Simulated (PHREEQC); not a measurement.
2 g of hydrous ferric oxide (600 m²/g; 0.2 weak and 0.005 strong sites per Fe, Dzombak-Morel constants, diffuse double layer) in 1 kg of water with 0.3 mol/kgw of an inert sodium salt and 0.0094 mmol/kgw Ag2SO4, 0.27 mmol/kgw ZnSO4 and 0.055 mmol/kgw NiCl2, at 25 °C; the pH is set by adding NaOH or the inert anion's acid. Oxygen is held at 0.21 atm. The system is closed to CO2. No solid was allowed to form.

Base run: PHREEQC, ion-association model, wateq4f.dat. Each further column changes one thing. The table gives Ag sorbed (%).

```csv
pH,base,no electrostatic term (-no_edl),background salt from 0.3 to 0.03 mol/kgw,oxide from 2 to 10 g/kgw,0.0016 mol/kgw CuCl2 added
4,0.1,0.0,0.3,0.4,0.0
4.38,0.3,0.0,1.2,1.8,0.0
5.12,3.3,0.1,6.4,17.8,0.0
5.5,5.7,0.2,…,36.3,0.1
5.88,6.8,0.4,8.5,58.9,0.2
6.62,13.3,3.5,…,…,1.3
7,25.1,13.2,27.1,95.9,2.8
7.38,43.9,36.0,46.3,98.3,5.9
8.12,80.4,80.5,81.8,99.7,20.5
8.5,90.5,89.9,91.4,99.9,…
8.88,95.6,94.1,96.2,99.9,50.3
9.62,99.0,96.6,99.2,100.0,77.8
10,99.5,97.0,99.7,100.0,86.4
```

Problem. What belongs in the gaps?

Solution. 
- 5.5, background salt from 0.3 to 0.03 mol/kgw: 8.6
- 6.62, background salt from 0.3 to 0.03 mol/kgw: 14.7
- 6.62, oxide from 2 to 10 g/kgw: 90.1
- 8.5, 0.0016 mol/kgw CuCl2 added: 34.0

In at least one series the solution becomes supersaturated in solids that the run did not let form, among them Cerargyrite. The database's constant for dissolved Cu(OH)2 is higher than later reviews accept.
